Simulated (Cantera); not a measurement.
A freely propagating, adiabatic, planar premixed flame of CH4 : C2H6 : O2 : N2 : CO2 = 1 : 0.08 : 1.63 : 6.84 : 2.8 (molar parts), equivalence ratio 1.4, unburnt at 323 K and 12000 Pa; unity-Lewis-number transport, grid criteria slope 0.08 and curve 0.16, no radiation.

Model: GRI-Mech 3.0 (53 species, 325 reactions), integrated in Cantera. Unity Lewis numbers drop preferential diffusion, which matters most where H2 and H carry the flame. Burning velocities carry a grid error of a few per cent, more on coarse grids.

Task: Predict: laminar burning velocity; thermal thickness; peak x(HCN); peak x(C2H4); peak x(CH2O).

Result: 
```json
{
  "laminar_burning_velocity": "2.57 cm/s",
  "thermal_thickness": "31.1 mm",
  "peak x(HCN)": "3.35e-6",
  "peak x(C2H4)": "0.00132",
  "peak x(CH2O)": "0.000394"
}
```
